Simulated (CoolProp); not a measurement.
Vapour-liquid equilibrium of acetone (1) + toluene (2) at 97.25 °C; x and y are mole fractions of (1).

Computed with CoolProp (multi-fluid Helmholtz-energy mixture model, Lemmon 2006 and Lemmon 2006; pair parameters Bell 2016).

Q: Give the bubble pressure and the first vapour's composition at x = 0.2, 0.35, 0.5. Is there an azeotrope?

A: x = 0.2: 0.1461 MPa, y = 0.602; x = 0.35: 0.1894 MPa, y = 0.733; x = 0.5: 0.2268 MPa, y = 0.814. No azeotrope shows between x = 0.05 and 0.95.

The pair parameters rest on a limited set of measurements; away from them the model extrapolates.
